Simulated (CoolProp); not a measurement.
Vapour-liquid equilibrium of cyclohexane (1) + ethylbenzene (2) at 360.3 K; x and y are mole fractions of (1).

The numbers come from the multi-fluid Helmholtz-energy mixture model, Zhou 2014 and Zhou 2012; pair parameters Bell 2016 in CoolProp.

Q: Give the bubble pressure and the first vapour's composition at x = 0.35, 0.45, 0.85. Is there an azeotrope?

A: x = 0.35: 0.6301 bar, y = 0.763; x = 0.45: 0.7317 bar, y = 0.823; x = 0.85: 1.090 bar, y = 0.960. No azeotrope shows between x = 0.05 and 0.95.

Pair parameters are fitted to limited data, so mixtures are less certain than the pure fluids.
